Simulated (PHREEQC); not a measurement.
Consider water at 25 °C with 0.0025 mol/kgw CuCl2, 0.2 mol/kgw H2SO4, 0.00034 mol/kgw KCl and 0.0041 mol/kgw CO2. Closed to the air; pH follows from the charge balance.

Model: ion-association model, phreeqc.dat, run in PHREEQC.

Precipitation was switched off in this run.

### Question
Order these Cu species by the share of Cu that they hold, largest first: CuCl+, Cu+2, CuSO4.

### Answer
Cu+2 (70 %), CuSO4 (30 %), CuCl+ (0.30 %)

### Question
Order these S species by the share of S that they hold, largest first: HSO4-, CuSO4, SO4-2.

### Answer
HSO4- (86 %), SO4-2 (14 %), CuSO4 (0.37 %)

The pH is 0.75 and the ionic strength 0.261 mol/kgw.
